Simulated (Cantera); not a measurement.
A perfectly stirred reactor is fed with 7.05 % CH₄, 19.6 % O₂, 73.3 % N₂, at 4.15 atm; it is adiabatic with a 725 K inlet, and is followed from long to short residence time, starting on the burning branch (τ in s: 0.19, 0.078, 0.032, 0.013, 0.0052, 0.0021, 0.00086, 0.00035, 0.00014, 5.8e-05).

Computed with Cantera and GRI-Mech 3.0 (53 species, 325 reactions).

**Question.** Predict: blow-out, bracketed by the residence times tried; x(CH₄) at τ = 0.190 s; x(O₂) at τ = 0.190 s; x(NO₂) at τ = 0.190 s; x(N₂O) at τ = 0.190 s; x(CH₄) at τ = 2.10 ms; x(O₂) at τ = 2.10 ms; x(NO₂) at τ = 2.10 ms; x(N₂O) at τ = 2.10 ms; x(C₂H₂) at τ = 2.10 ms.

**Answer.** 
```
Item                                                                               Value
------------------------------------------------  --------------------------------------
blow-out, bracketed by the residence times tried  burning at 58.0 µs, the shortest tried
x(CH₄) at τ = 0.190 s                                                            5.21e-7
x(O₂) at τ = 0.190 s                                                              0.0531
x(NO₂) at τ = 0.190 s                                                            4.32e-6
x(N₂O) at τ = 0.190 s                                                            6.68e-7
x(CH₄) at τ = 2.10 ms                                                            3.02e-5
x(O₂) at τ = 2.10 ms                                                              0.0551
x(NO₂) at τ = 2.10 ms                                                            2.89e-7
x(N₂O) at τ = 2.10 ms                                                            9.81e-7
x(C₂H₂) at τ = 2.10 ms                                                           8.10e-9
```
